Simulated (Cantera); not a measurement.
Input: 1 mol Si₃N₄, 0.0065 mol O₂, 490 mol N₂, held at 1.00 bar.

Cantera equilibrium calculation (NASA polynomials, part measured and part estimated; ideal gas, pure solids and liquids). Candidate condensed phases: Si, SiO₂, Si₂N₂O, Si₃N₄; 16 gas species. Mutual solubility and eutectic melting of coexisting phases are not modelled. The tables' values for SiN are old estimates; treat these amounts as uncertain. Equilibrium is a limit: real reactors are often held back by kinetics, nucleation or transport.

x: gas mole fraction; n: condensed amount in mol.

```tsv
T (K)	x N₂	x Si	x Si₂N	x SiN	x SiO	x Si₂	n Si₂N₂O(s)	n Si₃N₄(s)	n Si(l)
1023	1.00	<1e-12	<1e-12	<1e-12	<1e-12	<1e-12	0.0130	0.991	0
1123	1.00	<1e-12	<1e-12	<1e-12	<1e-12	<1e-12	0.0130	0.991	0
1223	1.00	<1e-12	<1e-12	<1e-12	<1e-12	<1e-12	0.0130	0.991	0
1323	1.00	<1e-12	<1e-12	<1e-12	6.27e-11	<1e-12	0.0130	0.991	0
1423	1.00	<1e-12	<1e-12	1.25e-12	2.55e-9	<1e-12	0.0130	0.991	0
1523	1.00	3.18e-11	<1e-12	3.71e-11	6.30e-8	<1e-12	0.0130	0.991	0
1623	1.000	9.08e-10	7.16e-12	7.18e-10	1.04e-6	<1e-12	0.0125	0.992	0
1723	1.000	1.75e-8	3.06e-10	9.81e-9	1.23e-5	1.47e-12	0.00699	0.993	0
1823	1.000	2.41e-7	8.55e-9	9.99e-8	2.65e-5	8.52e-11	0	0.996	0
1923	1.000	?	?	7.96e-7	2.65e-5	?	0	0.995	0
2023	1.000	?	?	5.14e-6	2.65e-5	?	0	0.991	0
2123	1.000	0.000140	2.69e-5	2.77e-5	2.65e-5	1.59e-6	0	0.959	0
2223	0.999	0.000460	8.05e-5	7.42e-5	2.64e-5	7.70e-6	0	0	2.64
```

### Question
Some entries are withheld; supply them.

### Answer

- 1923, x Si: 2.52e-6
- 1923, x Si₂N: 1.67e-7
- 1923, x Si₂: 3.21e-9
- 2023, x Si: 2.08e-5
- 2023, x Si₂N: 2.42e-6
- 2023, x Si₂: 8.35e-8
